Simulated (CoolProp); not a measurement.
The fluid at 344.15 K and 0.769 MPa is throttled through a valve to 0.0581 MPa with no heat exchange. The same conditions are run with several fluids, on thermodynamics alone (safety and materials aside).

Computed with CoolProp (reference Helmholtz-energy equation of state of each fluid (R236FA: Pan 2012; fluoroethane (R161): Wu 2012; hydrogen sulfide: Lemmon 2006; R507A: Lemmon 2003; ethane: Bücker 2006)). Blends and air are pseudo-pure fits.

```
fluid                temperature change (K)  final density (kg/m³)
-------------------  ----------------------  ---------------------
R236FA                                -12.1                   3.24
fluoroethane (R161)                   -10.4                   1.01
hydrogen sulfide                       -9.1                  0.713
R507A                                  -8.0                   2.07
ethane                                 -5.5                  0.622
```
